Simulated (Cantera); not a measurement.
Mixture: CH₃OH : O₂ : N₂ = 1 : 1.72 : 6.48 (molar parts), at 35.0 bar, adiabatic and at constant volume. Ignition delay is the time to a rise of 400 K.

Computed with Cantera and GRI-Mech 3.0 (53 species, 325 reactions). GRI-Mech 3.0 was tuned for natural gas; its chemistry of methanol as a main component is partial and can be far from experiment. The pressure lies above the range GRI-Mech 3.0 was tuned for (to about 10 atm).

**Question.** Predict: delay at 1048 K; delay at 1098 K; delay at 1148 K; delay at 1198 K; delay at 1248 K; delay at 1298 K; delay at 1348 K; apparent activation energy between 1248 and 1348 K.

**Answer.** 
| Property | Value |
|---|---|
| delay at 1048 K | 12.6 ms |
| delay at 1098 K | 4.34 ms |
| delay at 1148 K | 1.64 ms |
| delay at 1198 K | 0.670 ms |
| delay at 1248 K | 0.295 ms |
| delay at 1298 K | 0.139 ms |
| delay at 1348 K | 69.7 µs |
| apparent activation energy between 1248 and 1348 K | 200 kJ/mol |
